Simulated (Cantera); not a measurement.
Mixture: CH₄ : O₂ : N₂ : H₂ = 1 : 1.33 : 5.01 : 0.53 (molar parts), at 2180 Torr, adiabatic and at constant volume. Ignition delay is the time to a rise of 400 K.

Detailed kinetics in Cantera: GRI-Mech 3.0 (53 species, 325 reactions).

Problem. Predict: delay at 1200 K; delay at 1350 K; delay at 1500 K; delay at 1650 K; delay at 1800 K; apparent activation energy between 1650 and 1800 K.

Solution. 
* **delay at 1200 K**: 1.09 ms
* **delay at 1350 K**: 0.339 ms
* **delay at 1500 K**: 0.116 ms
* **delay at 1650 K**: 45.8 µs
* **delay at 1800 K**: 20.6 µs
* **apparent activation energy between 1650 and 1800 K**: 130 kJ/mol
